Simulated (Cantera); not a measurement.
A closed system holds: 1 mol Si, 2.1 mol HCl, 20 mol N₂, held at 1.00 bar.

Method: chemical equilibrium by Gibbs-energy minimisation in Cantera with the NASA 1993 tables (ideal gas, pure condensed phases). Candidate condensed phases: NH₄Cl, Si, Si₃N₄; 28 gas species. The tables' values for SiCl₃ are old estimates; treat these amounts as uncertain. Rates play no part.

Q: At 1723 K, list the 4 most abundant gas species with their mole fractions, and the condensed phases.

A: N₂ 0.906, HCl 0.0577, H₂ 0.0197, SiCl₂ 0.0111. Condensed: Si₃N₄(s).
